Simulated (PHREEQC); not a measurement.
A solution holds 0.0026 mol TMAH and 0.063 mol K3PO4 per kg of water, at 34 °C. Closed to the air; pH follows from the charge balance.

All values are PHREEQC results (ion-association model, wateq4f.dat), not measurements.

The pH is 11.88, the ionic strength is 0.339 mol/kgw and the total alkalinity comes out as 129 meq/kg.

```json
[
 {"species": "K+", "molality": "0.188", "activity": "0.125", "log γ": "-0.175"},
 {"species": "PO4-3", "molality": "0.0435", "activity": "0.00179", "log γ": "-1.385"},
 {"species": "OH-", "molality": "0.0221", "activity": "0.0146", "log γ": "-0.180"},
 {"species": "HPO4-2", "molality": "0.0180", "activity": "0.00437", "log γ": "-0.615"},
 {"species": "(CH3)4N+", "molality": "0.00260", "activity": "0.00176", "log γ": "-0.171"},
 {"species": "KHPO4-", "molality": "0.00150", "activity": "0.00107", "log γ": "-0.148"},
 {"species": "H2PO4-", "molality": "1.23e-7", "activity": "8.76e-8", "log γ": "-0.148"}
]
```

No solid was allowed to form. (CH3)4N+ isn't in the database: it is added as a free cation with an ion size of 4 Å. H3PO4, which wateq4f.dat lacks, is added to it with the constant of phreeqc.dat.
